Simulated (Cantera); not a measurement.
An isothermal, constant-pressure homogeneous reactor starts with NO : N₂ = 1 : 0.64 (molar parts), at 1850 K and 150 Torr. Integrator tolerance rtol = 1e-08.

Model: GRI-Mech 3.0 (53 species, 325 reactions), integrated in Cantera.

Q: What does this change do: temperature 1850 to 1625 K?

A: 
```tsv
quantity	before	after
x(NO) at 50.0 s	0.0294 (gas-phase equilibrium 0.00553)	0.397 (gas-phase equilibrium 0.00244)
x(O₂) at 50.0 s	0.290 (gas-phase equilibrium 0.302)	0.106 (gas-phase equilibrium 0.304)
x(N₂O) at 50.0 s	4.17e-7 (gas-phase equilibrium 1.32e-7)	5.34e-5 (gas-phase equilibrium 6.07e-8)
x(NO₂) at 50.0 s	3.49e-5 (gas-phase equilibrium 6.71e-6)	0.000474 (gas-phase equilibrium 4.93e-6)
x(O) at 50.0 s	0.000234 (gas-phase equilibrium 0.000238)	1.47e-5 (gas-phase equilibrium 2.41e-5)
x(N₂) at 50.0 s	0.680 (gas-phase equilibrium 0.692)	0.496 (gas-phase equilibrium 0.694)
```

Q: What does this change do: temperature 1850 to 1775 K?

A: 
| quantity | before | after |
|---|---|---|
| x(NO) at 50.0 s | 0.0294 (gas-phase equilibrium 0.00553) | 0.116 (gas-phase equilibrium 0.00431) |
| x(O₂) at 50.0 s | 0.290 (gas-phase equilibrium 0.302) | 0.247 (gas-phase equilibrium 0.303) |
| x(N₂O) at 50.0 s | 4.17e-7 (gas-phase equilibrium 1.32e-7) | 4.73e-6 (gas-phase equilibrium 1.04e-7) |
| x(NO₂) at 50.0 s | 3.49e-5 (gas-phase equilibrium 6.71e-6) | 0.000148 (gas-phase equilibrium 6.11e-6) |
| x(O) at 50.0 s | 0.000234 (gas-phase equilibrium 0.000238) | 0.000108 (gas-phase equilibrium 0.000118) |
| x(N₂) at 50.0 s | 0.680 (gas-phase equilibrium 0.692) | 0.637 (gas-phase equilibrium 0.693) |
